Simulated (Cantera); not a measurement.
Charge: 1 mol FeS2, 1.1 mol H2S, 15 mol N2, held at 525 °C and 0.820 bar.

Method: chemical equilibrium by Gibbs-energy minimisation in Cantera with the NASA 1993 tables (ideal gas, pure condensed phases). Candidate condensed phases: Fe, FeS, FeS2, S; 16 gas species. Gases not in the tables: S3 to S7. Equilibrium is a limit: real reactors are often held back by kinetics, nucleation or transport.

Base state: N2 0.931, H2S 0.0669, H2 0.00137, S2 0.000683 (mole fractions); condensed: FeS2(s).

**Question.** What changes in the equilibrium state with this change: temperature from 525 °C to 902 °C?

**Answer.** 
```tsv
species	before	after
N2	0.931	0.898
H2S	0.0669	0.0542
S2	0.000683	0.0358
H2	0.00137	0.0117
SH	8.14e-8	6.37e-5
FeS2(s), mol	1.00	0
FeS(s), mol	0	1.00
```
FeS: taken at fixed stoichiometry.

**Question.** What changes in the equilibrium state with this change: temperature from 525 °C to 1277 °C?

**Answer.** 
```csv
species,before,after
N2,0.931,0.885
S2,0.000683,0.0497
H2,0.00137,0.0408
H2S,0.0669,0.0237
S,<1e-9,1.76e-5
SH,8.14e-8,0.000884
"FeS2(s), mol",1.00,0
"FeS(l), mol",0,1.00
```
FeS: taken at fixed stoichiometry.

**Question.** What changes in the equilibrium state with this change: temperature from 525 °C to 1202 °C?

**Answer.** 
```tsv
species	before	after
N2	0.931	0.887
S2	0.000683	0.0473
H2	0.00137	0.0358
H2S	0.0669	0.0290
SH	8.14e-8	0.000603
FeS2(s), mol	1.00	0
FeS(l), mol	0	1.00
```
FeS: taken at fixed stoichiometry.
